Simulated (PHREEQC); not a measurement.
0.054 g of hydrous ferric oxide (600 m²/g; 0.2 weak and 0.005 strong sites per Fe, Dzombak-Morel constants, diffuse double layer) in 1 kg of water with 0.05 mol/kgw of an inert sodium salt, at 25 °C; the pH is set by adding NaOH or the inert anion's acid. Oxygen is held at 0.21 atm. CO2 from the air is kept out. No solid was allowed to form.

The numbers come from PHREEQC with the ion-association model, wateq4f.dat.

```
pH    surface charge σ (C/m²)  surface potential ψ (mV)
----  -----------------------  ------------------------
4                       0.294                       160
4.38                    0.252                       152
5.12                    0.168                       131
5.5                     0.130                       118
5.88                    0.098                       104
6.62                    0.051                        73
7                       0.034                        56
7.38                    0.021                        37
8.12                    0.000                        -1
8.5                    -0.010                       -20
8.88                   -0.022                       -39
9.62                   -0.052                       -74
10                     -0.074                       -90
```
